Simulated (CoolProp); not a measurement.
Computed with CoolProp (reference Helmholtz-energy equation of state, Lemmon 2005). It is a short technical equation, of lower accuracy than the large ones.

Task: For cis-2-butene, give the phase and the isothermal compressibility (1/MPa), fugacity coefficient at 220.25 °C and 11.6 bar.

Result: 
- 220.25 °C and 11.6 bar: gas; isothermal compressibility 0.925, fugacity coefficient 0.938
